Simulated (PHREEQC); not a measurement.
0.1 mol of Iodyrite (AgI) is brought to equilibrium with 1 kg of water, at 25 °C under several pressures of CO2. O2 is buffered at 0.21 atm. Solids allowed: Iodyrite, Ag2O, Ag2CO3. Others were left out.

Equilibrium calculation in PHREEQC: ion-association model, wateq4f.dat.

### Question
Predict CO2 (mol/kgw) at log pCO2 (atm) = -4, -3.

### Answer
```
log pCO2 (atm)  CO2 (mol/kgw)
--------------  -------------
-4                    3.40e-6
-3                    3.40e-5
```
